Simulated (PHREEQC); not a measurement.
1 g of hydrous ferric oxide (600 m²/g; 0.2 weak and 0.005 strong sites per Fe, Dzombak-Morel constants, diffuse double layer) in 1 kg of water with 0.3 mol/kgw of an inert sodium salt and 8.9e-05 mol CaCl2, 5.3e-06 mol MnCl2 and 0.0013 mol SrCl2, at 25 °C; the pH is set by adding NaOH or the inert anion's acid. The system is closed to oxygen. The system is closed to CO2. Nothing may precipitate in this run.

Model: ion-association model, wateq4f.dat, run in PHREEQC.

```csv
pH,Ca sorbed (%),Mn sorbed (%),Sr sorbed (%),surface charge σ (C/m²),surface potential ψ (mV)
3,0.0,0.0,0.0,0.368,125
3.38,0.0,0.0,0.0,0.365,125
3.75,0.0,0.0,0.0,0.358,124
4.12,0.0,0.0,0.0,0.344,122
4.5,0.0,0.0,0.0,0.319,118
4.88,0.0,[?],0.0,0.283,112
5.25,0.0,0.7,0.0,0.241,104
5.62,0.0,3.1,0.0,0.197,94
6,0.1,[?],0.1,[?],83
6.38,[?],36.8,[?],0.118,70
6.75,0.9,[?],1.0,0.087,57
7.12,1.9,85.1,1.9,0.061,43
7.5,3.3,92.7,3.0,0.038,29
7.88,6.0,96.2,4.0,0.017,14
8.25,[?],[?],6.0,-0.001,-1
8.62,32.3,99.3,11.2,-0.017,-13
9,56.0,99.7,22.0,-0.029,-22
```

Question: Complete the blanks.

Answer: 
- 4.88, Mn sorbed (%): 0.1
- 6, Mn sorbed (%): 12.3
- 6, surface charge σ (C/m²): 0.155
- 6.38, Ca sorbed (%): 0.4
- 6.38, Sr sorbed (%): 0.4
- 6.75, Mn sorbed (%): 67.0
- 8.25, Ca sorbed (%): 13.9
- 8.25, Mn sorbed (%): 98.2

The oxide is taken as insoluble; below pH 4 it would dissolve.
